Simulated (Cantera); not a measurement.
Cantera run:

```python
import numpy as np
import cantera as ct

gas_names = """
    H HO2 H2 H2O H2O2 O OH O2 O3 Si SiH SiH2 SiH3 SiH4 SiO SiO2 Si2 Si3
""".split()
cond_names = """
    H2O(s) H2O(L) Si(cr) Si(L) SiO2(Lqz) SiO2(hqz) SiO2(L)
""".split()


def load(file, names, dense=False):
    # The tables refer to 1 bar. Condensed volumes are neglected.
    table = {s.name: s for s in ct.Species.list_from_file(file)}
    out = []
    for n in names:
        d = dict(table[n].input_data)
        d["thermo"] = dict(d["thermo"], **{"reference-pressure": 1e5})
        if dense:
            d["equation-of-state"] = {"model": "constant-volume", "density": "1e6 g/cm^3"}
        out.append(ct.Species.from_dict(d))
    return out


gas = ct.Solution(thermo="ideal-gas", species=load("nasa_gas.yaml", gas_names))
cond = {s.name: ct.Solution(thermo="fixed-stoichiometry", species=[s], name=s.name)
        for s in load("nasa_condensed.yaml", cond_names, dense=True)}
atoms = {
    'Si': {'Si': 1},
    'O2': {'O': 2},
    'H2': {'H': 2},
}
top_T = {}  # K; cautious upper limits of use, not melting points


def equilibrate(T, P, feed):
    n = {}
    for name, mol in feed.items():
        for a, k in atoms[name].items():
            n[a] = n.get(a, 0.0) + k * mol
    gas.TPX = T, P, n
    mass = sum(n.values()) * gas.mean_molecular_weight
    gas.equilibrate("TP")
    valid = [c for c in cond.values() if c.min_temp <= T <= top_T.get(c.name, c.max_temp)]
    mix = ct.Mixture([(gas, mass / gas.mean_molecular_weight)] + [(c, 0.0) for c in valid])
    mix.T, mix.P = T, P
    mix.equilibrate("TP", solver="vcs", rtol=1e-11, max_steps=5000)
    return mix


results = []
feed = {'Si': 1, 'O2': 0.048, 'H2': 2}  # mol
T = 1025  # K
P = 1000  # Pa
mix = equilibrate(T, P, feed)
results.append((T, P, feed, dict(zip(mix.species_names, mix.species_moles))))
x = sorted(zip(gas.X, gas.species_names), reverse=True)
print(f"T = {T:g} K  P = {P:g} Pa  gas = {mix.phase_moles(0):.4g} mol")
print("   x: " + "  ".join(f"{s} {v:.3e}" for v, s in x if v > 0.001))
print("   condensed (mol): " + ("  ".join(f"{mix.phase(i).name} {mix.phase_moles(i):.4g}"
      for i in range(1, mix.n_phases) if mix.phase_moles(i) > 1e-12) or "none"))
```

Output:

```
T = 1025 K  P = 1000 Pa  gas = 2 mol
   x: H2 1.000e+00
   condensed (mol): Si(cr) 0.952  SiO2(hqz) 0.048
```

Method: chemical equilibrium by Gibbs-energy minimisation in Cantera with the NASA 1993 tables (ideal gas, pure condensed phases). Mutual solubility and eutectic melting of coexisting phases are not modelled.
